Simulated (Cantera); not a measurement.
A closed system holds: 1 mol Cu2O, 72 mol H2, 3.6 mol N2, equilibrated at 1825 K and 54.8 Torr.

Method: chemical equilibrium by Gibbs-energy minimisation in Cantera with the NASA 1993 tables (ideal gas, pure condensed phases). Candidate condensed phases: Cu, CuO, Cu(OH)2, Cu2O, H2O; 27 gas species. The numbers say what is thermodynamically allowed, not how fast it happens.

Base state: H2 0.928, N2 0.0471, H2O 0.0131, Cu 0.00986, H 0.00157, Cu2 2.10e-5 (mole fractions); condensed: Cu(l).

Task: What changes in the equilibrium state with this change: Cu2O replaced by PbS?

Result: 
```csv
species,before,after
H2,0.928,0.929
N2,0.0471,0.0469
Pb,0,0.0101
H2O,0.0131,0
Cu,0.00986,0
H2S,0,0.00713
PbS,0,0.00288
SH,0,0.00128
"Cu(l), mol",1.24,0
```
Further candidate phases: Pb, PbS, S.
